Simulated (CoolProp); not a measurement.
n-nonane at 467.34 K and 0.567 MPa is throttled through a valve to 0.357 MPa with no heat exchange. Each further row changes one setting.

Values from CoolProp's reference Helmholtz-energy equation of state, Lemmon 2006. It is a short technical equation, of lower accuracy than the large ones.

| case | temperature change (K) | final phase | final density (kg/m³) |
|---|---|---|---|
| as stated | +0.0 | liquid | 567 |
| outlet pressure 0.107 MPa | -41.4 | two-phase, vapour fraction 0.409 | 9.98 |
| outlet pressure 0.464 MPa | +0.0 | liquid | 567 |
